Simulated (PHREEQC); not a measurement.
Make-up at 20 °C: 0.049 mol/kgw Cu(NO3)2, 0.012 mol/kgw HNO3 and 5.5e-05 mol/kgw FeCl3. It is in equilibrium with CO2 at log p = -3.5 (atm). Otherwise closed; pH follows from the charge balance.

Model: ion-association model, phreeqc.dat, run in PHREEQC.

No solid was allowed to form.

Task: What pH, specific conductance does the model give?

Result: pH 2.01; specific conductance 11700 µS/cm.

Task: In which forms is Fe present?

Result: Fe+3 82 %, FeOH+2 18 % of the Fe.

Saturation is exceeded, for instance for Hematite (slow to form), Goethite (slow to form); the values hold only as long as no solid forms.
